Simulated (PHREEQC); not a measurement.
Copper plating or etch bath (model solution)

Solution (15 °C): 0.0029 mol CuSO4, 0.00055 mol H2SO4, 0.0018 mol Na2SO4 and 3.7e-05 mol CaSO4 per kg of water. Closed to the air; pH follows from the charge balance.

The numbers come from PHREEQC with the ion-association model, phreeqc.dat.

- pH: 3.09
- ionic strength: 0.0155 mol/kgw
- specific conductance: 985 µS/cm
- total alkalinity: -1.10 meq/kg

| species | molality | activity | log γ |
|---|---|---|---|
| SO4-2 | 0.00434 | 0.00268 | -0.208 |
| Na+ | 0.00356 | 0.00315 | -0.052 |
| Cu+2 | 0.00220 | 0.00138 | -0.201 |
| H+ | 0.000905 | 0.000815 | -0.046 |
| CuSO4 | 0.000704 | 0.000706 | 0.002 |
| HSO4- | 0.000195 | 0.000173 | -0.053 |
| NaSO4- | 4.47e-5 | 3.97e-5 | -0.051 |
| Ca+2 | 2.90e-5 | 1.81e-5 | -0.205 |
| CaSO4 | 7.96e-6 | 7.99e-6 | 0.002 |
| CaHSO4+ | 4.24e-8 | 3.75e-8 | -0.053 |
| CuOH+ | 1.92e-8 | 1.70e-8 | -0.054 |

No solid was allowed to form. Species that the database lacks are ignored.
